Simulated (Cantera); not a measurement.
Cantera run:

```python
import numpy as np
import cantera as ct

gas_names = """
    SiH2 N2 SiH3
""".split()
cond_names = """
    Si3N4(a)
""".split()


# ... load() reads the species with a 1 bar reference pressure and builds the phases ...
species = {s.name: s for s in load("nasa_gas.yaml", gas_names) + load("nasa_condensed.yaml", cond_names)}
# Each term lists the table entries of one substance; the one whose range holds T is used.
reactions = {
    '9 SiH2(g) + 2 N2(g) = Si3N4 + 6 SiH3(g)':
        [(-9, ['SiH2']), (-2, ['N2']), (1, ['Si3N4(a)']), (6, ['SiH3'])],
}


def pick(names, T):
    return next(species[n] for n in names if species[n].thermo.min_temp <= T <= species[n].thermo.max_temp)


results = []
for label, terms in reactions.items():
    print(label)
    print("     T/K   dH/kJ  dS/(J/K)   dG/kJ   log10 K")
    for T in [423, 448, 473, 498, 523, 548, 573]:
        used = [(nu, pick(names, T)) for nu, names in terms]
        dH = sum(nu * s.thermo.h(T) for nu, s in used) / 1e6
        dS = sum(nu * s.thermo.s(T) for nu, s in used) / 1e3
        dG = dH - T * dS / 1e3
        logK = -dG * 1e6 / (ct.gas_constant * T * np.log(10))
        results.append((label, T, dH, dS, dG, logK, [s.name for _, s in used]))
        print(f"{T:8g} {dH:8.1f} {dS:8.1f} {dG:8.1f} {logK:8.2f}")
```

It prints:

```
9 SiH2(g) + 2 N2(g) = Si3N4 + 6 SiH3(g)
     T/K   dH/kJ  dS/(J/K)   dG/kJ   log10 K
     423  -1701.6   -852.7  -1340.9   165.58
     448  -1702.4   -854.7  -1319.5   153.85
     473  -1703.3   -856.6  -1298.1   143.35
     498  -1704.2   -858.4  -1276.7   133.91
     523  -1705.1   -860.2  -1255.2   125.36
     548  -1706.0   -861.9  -1233.7   117.59
     573  -1707.0   -863.6  -1212.1   110.49
```

Standard-state values (1 bar) from the NASA 1993 polynomials, evaluated with Cantera. Condensed species are held in their standard states even where they would react or evaporate.
